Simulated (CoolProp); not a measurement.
A closed Brayton cycle with nitrogen: compressor inlet 305.15 K and 4.4 MPa, high pressure 14.1 MPa, turbine inlet 730 K, compressor efficiency 0.85, turbine efficiency 0.9, recuperator effectiveness 0.9 (on enthalpy, no pinch check). Each further row changes one setting.

Values from CoolProp's reference Helmholtz-energy equation of state, Span 2000.

| case | thermal efficiency (%) | net work (kJ/kg) | compressor to turbine work | compressor exit (K) | turbine exit (K) |
|---|---|---|---|---|---|
| as stated | 23.1 | 50.0 | 0.75 | 448.7 | 549.7 |
| turbine inlet 680 K | 18.1 | 36.0 | ? | 448.7 | 510.5 |
| compressor inlet 315.15 K | 20.9 | 44.7 | ? | ? | 549.7 |
| high pressure 12 MPa | 25.4 | 50.0 | ? | 425.8 | ? |
| recuperator effectiveness 0.5 | 19.2 | 50.0 | 0.75 | 448.7 | 549.7 |

Question: Complete the blanks.

Answer: 
- turbine inlet 680 K, compressor to turbine work: 0.81
- compressor inlet 315.15 K, compressor to turbine work: 0.78
- compressor inlet 315.15 K, compressor exit (K): 463.2
- high pressure 12 MPa, compressor to turbine work: 0.72
- high pressure 12 MPa, turbine exit (K): 571.7
